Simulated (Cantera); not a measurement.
An isothermal, constant-pressure homogeneous reactor starts with 56.2 % CH₄, 43.8 % H₂O, at 1900 K and 810000 Pa.

Detailed kinetics in Cantera: GRI-Mech 3.0 (53 species, 325 reactions).

x: mole fraction; the columns are a selection and need not sum to one.

| t (s) | x CH₄ | x H₂O | x CO | x CH₂CO | x HO₂ |
|---|---|---|---|---|---|
| 2.00e-5 | 0.469 | 0.421 | 0.000390 | [?] | 4.66e-12 |
| 8.89e-5 | 0.296 | 0.366 | 0.00222 | [?] | 2.91e-12 |
| 0.000395 | 0.137 | 0.310 | 0.00800 | [?] | 1.88e-12 |
| 0.00175 | 0.0567 | 0.257 | 0.0280 | [?] | 1.33e-12 |
| 0.00780 | 0.0415 | 0.174 | 0.0835 | [?] | <1e-12 |
| 0.0346 | 0.0322 | 0.0742 | 0.161 | [?] | <1e-12 |
| 0.154 | 0.0234 | 0.0145 | 0.211 | [?] | <1e-12 |
| 0.684 | 0.0206 | 0.000223 | 0.224 | 1.49e-6 | <1e-12 |
| 3.04 | 0.0205 | 2.73e-5 | 0.224 | 1.47e-6 | <1e-12 |
| 13.5 | 0.0205 | 2.73e-5 | 0.224 | 1.47e-6 | <1e-12 |
| 60.0 | 0.0205 | 2.73e-5 | 0.224 | 1.47e-6 | <1e-12 |

Task: Complete the blanks.

Result: 
- 2.00e-5, x CH₂CO: 4.22e-6
- 8.89e-5, x CH₂CO: 6.41e-5
- 0.000395, x CH₂CO: 9.28e-5
- 0.00175, x CH₂CO: 8.18e-5
- 0.00780, x CH₂CO: 4.22e-5
- 0.0346, x CH₂CO: 1.12e-5
- 0.154, x CH₂CO: 2.53e-6
